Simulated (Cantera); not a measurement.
A perfectly stirred reactor is fed with CH4 : H2 : H = 0.025 : 1 : 0.016 (molar parts), at 0.138 atm; it is held at 2125 K, and followed from long to short residence time.

Computed with Cantera and GRI-Mech 3.0 (53 species, 325 reactions). GRI-Mech 3.0 stops at C3 and has no aromatics, soot or wall deposition, so with more carbon than oxygen in the feed, carbon stays in small species such as C2H2 where larger ones or solid carbon would form.

x: mole fraction; the columns are a selection and need not sum to one.

```
τ (s)       x CH4   x H2      x H    x CH2   x C2H6   x C2H4
-------  --------  -----  -------  -------  -------  -------
0.94     0.000617  0.978  0.00958  1.56e-6  5.71e-9  5.63e-6
0.32      0.00105  0.978  0.00949  2.58e-6  1.63e-8  5.88e-6
0.11      0.00179  0.978  0.00934  4.20e-6  4.66e-8      ___
0.035     0.00317  0.977  0.00912  6.89e-6  1.42e-7      ___
0.012     0.00529  0.976  0.00889  1.05e-5  3.84e-7      ___
0.0040    0.00850  0.974  0.00869  1.52e-5  9.65e-7      ___
0.0013     0.0124  0.972  0.00871  2.09e-5  2.06e-6      ___
0.00044    0.0157  0.970  0.00910  2.70e-5  3.43e-6      ___
```

Task: Complete the blanks.

Result: 
- 0.11, x C2H4: 6.70e-6
- 0.035, x C2H4: 9.42e-6
- 0.012, x C2H4: 1.64e-5
- 0.0040, x C2H4: 3.27e-5
- 0.0013, x C2H4: 6.22e-5
- 0.00044, x C2H4: 9.64e-5
